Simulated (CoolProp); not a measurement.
Saturation properties of n-heptane (Tc = 268.1 °C, pc = 2.774 MPa, ω = 0.349).

Model: reference Helmholtz-energy equation of state, Span 2003, in CoolProp. It is a short technical equation, of lower accuracy than the large ones.

```
T (°C)  p (MPa)  liquid density (kg/m³)  liquid cp (kJ/(kg K))  surface tension (mN/m)
------  -------  ----------------------  ---------------------  ----------------------
126.55   0.2166                   586.3                  2.699                    10.1
131.25   0.2430                   581.4                  2.724                    9.71
135.95   0.2718                   576.5                  2.749                    9.29
140.65   0.3031                   571.4                  2.775                    8.88
145.35   0.3371                   566.3                  2.801                    8.48
150.05   0.3739                   561.0                  2.828                    8.07
154.75   0.4136                   555.7                  2.856                    7.67
159.45   0.4565                   550.2                  2.884                    7.27
164.05   0.5017                   544.7                  2.913                    6.89
168.75   0.5512                   539.0                  2.943                    6.50
173.45   0.6043                   533.1                  2.974                    6.11
178.15   0.6612                   527.0                  3.007                    5.73
```

It boils at 98.4 °C under 1 atm.

Surface tension comes from a separate correlation (Mulero 2012).
